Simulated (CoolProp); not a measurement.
Vapour pressure (kPa) of fluorine: the reference equation beside estimates from Tc = -128.7 °C, pc = 5240 kPa, ω = 0.045.

Values from CoolProp's reference Helmholtz-energy equation of state, de Reuck 1990.

```
T (°C)   reference  van der Waals  Redlich-Kwong  Soave-Redlich-Kwong  Peng-Robinson
-------  ---------  -------------  -------------  -------------------  -------------
-164.75      798.3           1486          804.2                809.7          807.4
-162.75      913.0           1622          924.3                926.5          922.7
-160.75       1039           1767           1056                 1055           1050
-158.75       1177           1919           1201                 1196           1189
-156.75       1328           2079           1359                 1350           1341
-154.85       1484           2239           1521                 1509           1498
-152.85       1662           2415           1706                 1690           1677
-150.85       1854           2600           1906                 1886           1871
-148.85       2062           2794           2121                 2098           2081
-146.85       2287           2996           2352                 2326           2308
-144.85       2528           3207           2599                 2571           2552
-142.95       2774           3415           2849                 2819           2800
-140.95       3052           3644           3129                 3099           3079
-138.95       3349           3881           3427                 3398           3378
```

Absolute difference from the reference over all 14 rows, mean and median: van der Waals 45.8 and 42.8 %, Redlich-Kwong 2.3 and 2.5 %, Soave-Redlich-Kwong 1.6 and 1.6 %, Peng-Robinson 1.0 and 0.9 %.
